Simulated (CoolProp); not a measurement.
A single-stage vapour-compression cycle with 1,2-dichloroethane: evaporating at 319.15 K (dew point), condensing at 376.15 K (bubble point), superheat 2 K, subcooling 8 K, compressor efficiency 0.6, no pressure losses. Each further row changes one setting.

The numbers come from the reference Helmholtz-energy equation of state, Thol 2015 in CoolProp.

| case | cooling COP | pressure ratio | discharge temperature (K) | refrigerating effect (kJ/kg) | volumetric capacity (kJ/m³) |
|---|---|---|---|---|---|
| as stated | 3.02 | 6.79 | 427.0 | 280 | 278 |
| evaporating temperature 324.15 K | ? | 5.56 | 421.5 | 284 | 340 |
| condensing temperature 371.15 K | ? | ? | 418.9 | 287 | 285 |
| subcooling 13 K | 3.09 | 6.79 | 427.0 | 287 | 285 |
| superheat 12 K | ? | 6.79 | 438.7 | 288 | 278 |
| compressor efficiency 0.5 | 2.51 | 6.79 | ? | 280 | 278 |

Question: Fill in the missing entries.

Answer: 
- evaporating temperature 324.15 K, cooling COP: 3.41
- condensing temperature 371.15 K, cooling COP: 3.36
- condensing temperature 371.15 K, pressure ratio: 5.90
- superheat 12 K, cooling COP: 3.01
- compressor efficiency 0.5, discharge temperature (K): 445.8
